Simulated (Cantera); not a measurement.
# H2S + O2 (abatement and gas-phase synthesis)

Input: 1 mol H2S, 2.3 mol O2, held at 0.00133 bar.

Cantera equilibrium calculation (NASA polynomials, part measured and part estimated; ideal gas, pure solids and liquids). Candidate condensed phases: H2O, H2SO4, S; 19 gas species. Rates play no part.

```
T (K)  x SO2  x H2O   x O2     x O      x H    x OH     x SO     x H2
-----  -----  -----  -----  ------  -------  ------  -------  -------
2023   0.347  0.331  0.274  0.0114  0.00400  0.0233  0.00331  0.00593
2073   0.342  0.321  0.271  0.0164  0.00657  0.0289  0.00506  0.00831
2123   0.336  0.309  0.267  0.0230   0.0105  0.0353  0.00756   0.0114
2173   0.327  0.294  0.262  0.0318   0.0163  0.0423   0.0110   0.0151
2223   0.316  0.275  0.256  0.0433   0.0246  0.0498   0.0157   0.0196
2273   0.301  0.252  0.248  0.0578   0.0361  0.0574   0.0217   0.0246
2323   0.283  0.225  0.240  0.0760   0.0515  0.0647   0.0292   0.0298
2373   0.261  0.195  0.229  0.0983   0.0712  0.0711   0.0382   0.0346
```
x: gas mole fraction; nothing condenses.

From 2023 K to 2373 K nothing is condensed.
